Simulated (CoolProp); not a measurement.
Values from CoolProp's reference Helmholtz-energy equation of state, Colonna 2008. It is a short technical equation, of lower accuracy than the large ones.

Q: Give the vapour pressure (kPa), liquid density (kg/m³), enthalpy of vaporisation (kJ/kg), liquid cp (kJ/(kg K)) of saturated dodecamethylcyclohexasiloxane (D6) at 411.6, 450.2 K.

A: 
| T (K) | p (kPa) | liquid density (kg/m³) | enthalpy of vaporisation (kJ/kg) | liquid cp (kJ/(kg K)) |
|---|---|---|---|---|
| 411.6 | 4.15 | 841 | 128 | 1.80 |
| 450.2 | 16.7 | 795 | 118 | 1.88 |
